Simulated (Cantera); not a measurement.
## Low-pressure radical oxidation in H2/O2

An isothermal, constant-pressure homogeneous reactor starts with H2 : O2 : N2 = 0.093 : 1 : 0.91 (molar parts), at 1023 K and 20.0 Torr.

Detailed kinetics in Cantera: GRI-Mech 3.0 (53 species, 325 reactions). Radical loss at walls, strong at low pressure, is not modelled. The temperature is held fixed by assumption; the heat of reaction is taken as removed at once.

| t (s) | x H2 | x O2 | x HO2 | x H2O2 | x H2O | x N2O |
|---|---|---|---|---|---|---|
| 8.00e-5 | 0.0464 | 0.499 | 6.70e-11 | <1e-12 | 8.64e-12 | <1e-12 |
| 0.000194 | 0.0464 | 0.499 | 1.65e-10 | <1e-12 | 8.84e-11 | <1e-12 |
| 0.000472 | 0.0464 | 0.499 | 4.18e-10 | <1e-12 | 1.06e-9 | <1e-12 |
| 0.00115 | 0.0464 | 0.499 | 1.85e-9 | <1e-12 | 4.24e-8 | <1e-12 |
| 0.00279 | 0.0463 | 0.499 | 2.13e-6 | 9.40e-10 | 0.000127 | <1e-12 |
| 0.00678 | 0.00174 | 0.477 | 7.98e-6 | 2.03e-7 | 0.0401 | 1.81e-9 |
| 0.0165 | 0.000390 | 0.484 | 6.11e-6 | 1.72e-7 | 0.0461 | 4.80e-9 |
| 0.0400 | 6.88e-5 | 0.487 | 3.15e-6 | 1.41e-7 | 0.0473 | 6.52e-9 |
| 0.0972 | 1.08e-5 | 0.487 | 1.12e-6 | 9.19e-8 | 0.0475 | 7.28e-9 |
| 0.236 | 1.78e-6 | 0.487 | 3.16e-7 | 4.68e-8 | 0.0475 | 7.60e-9 |
| 0.574 | 3.45e-7 | 0.487 | 8.78e-8 | 2.08e-8 | 0.0475 | 7.76e-9 |
| 1.39 | 8.28e-8 | 0.487 | 2.67e-8 | 8.77e-9 | 0.0475 | 7.86e-9 |
| 3.39 | 2.40e-8 | 0.487 | 8.93e-9 | 3.66e-9 | 0.0475 | 7.92e-9 |
| 8.23 | 7.91e-9 | 0.487 | 3.26e-9 | 1.52e-9 | 0.0475 | 7.97e-9 |
| 20.0 | 2.83e-9 | 0.487 | 1.31e-9 | 6.34e-10 | 0.0475 | 7.99e-9 |
x: mole fraction; the columns are a selection and need not sum to one.

Equilibrium at this temperature and pressure: H2 7.17e-11, O2 0.487, HO2 6.99e-10, H2O2 2.03e-11, H2O 0.0475, N2O 4.75e-10 (gas phase only).
